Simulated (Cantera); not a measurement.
**N2O furnace oxynitridation**

A perfectly stirred reactor is fed with 25.3 % N2O, 1.19 % H2, 73.5 % N2, at 1.01 bar; it is held at 1198 K, and followed from long to short residence time.

Model: GRI-Mech 3.0 (53 species, 325 reactions), integrated in Cantera. GRI-Mech 3.0 was tuned for natural gas; its chemistry of N2O as a main component is partial and can be far from experiment. The mechanism lacks the step 2 NO + O2 → 2 NO2, which can matter for NO2 below about 1400 K. The temperature is held fixed by assumption; the heat of reaction is taken as removed at once.

| τ (s) | x N2O | x H2 | x O | x N2 | x OH | x NO2 |
|---|---|---|---|---|---|---|
| 5.4 | 0.0653 | 1.02e-5 | 8.52e-7 | 0.840 | 8.42e-6 | 0.000143 |
| 2.0 | 0.115 | 2.37e-5 | 1.14e-6 | 0.813 | 9.98e-6 | 0.000133 |
| 0.75 | 0.167 | 5.59e-5 | 1.40e-6 | 0.785 | 1.15e-5 | 9.60e-5 |
| 0.28 | 0.205 | 0.000133 | 1.58e-6 | 0.765 | 1.31e-5 | 5.39e-5 |
| 0.10 | 0.227 | 0.000324 | 1.66e-6 | 0.754 | 1.50e-5 | 2.38e-5 |
| 0.038 | 0.236 | 0.000730 | 1.64e-6 | 0.749 | 1.71e-5 | 9.20e-6 |
| 0.014 | 0.241 | 0.00162 | 1.53e-6 | 0.746 | 1.93e-5 | 2.76e-6 |
| 0.0053 | 0.244 | 0.00333 | 1.33e-6 | 0.744 | 2.08e-5 | 7.51e-7 |
| 0.0020 | 0.247 | 0.00624 | 1.09e-6 | 0.741 | 1.94e-5 | 2.07e-7 |
| 0.00074 | 0.251 | 0.00950 | 8.52e-7 | 0.737 | 1.46e-5 | 6.36e-8 |
x: mole fraction; the columns are a selection and need not sum to one.
